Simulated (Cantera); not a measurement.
Charge: 1 mol SiH4, 2.8 mol N2O, at 2.10 mbar.

Cantera equilibrium calculation (NASA polynomials, part measured and part estimated; ideal gas, pure solids and liquids). Candidate condensed phases: H2O, Si, SiO2, Si2N2O, Si3N4; 35 gas species. The tables hold silica as quartz up to 1696 K and as liquid above; real silica turns to tridymite and cristobalite and melts near 1996 K. Rates play no part.

Task: What share of the Si ends up in condensed phases as a function of T (°C), at 875, 975, 1075, 1175, 1275, 1375, 1475, 1575, 1675, 1775, 1875?

Result: 
```tsv
T (°C)	Si condensed (%)	as
875	100.0	SiO2(β-quartz)
975	100.0	SiO2(β-quartz)
1075	100.0	SiO2(β-quartz)
1175	100.0	SiO2(β-quartz)
1275	100.0	SiO2(β-quartz)
1375	100.0	SiO2(β-quartz)
1475	99.7	SiO2(condensed)
1575	98.2	SiO2(condensed)
1675	91.0	SiO2(condensed)
1775	70.4	SiO2(l)
1875	34.6	SiO2(l)
```
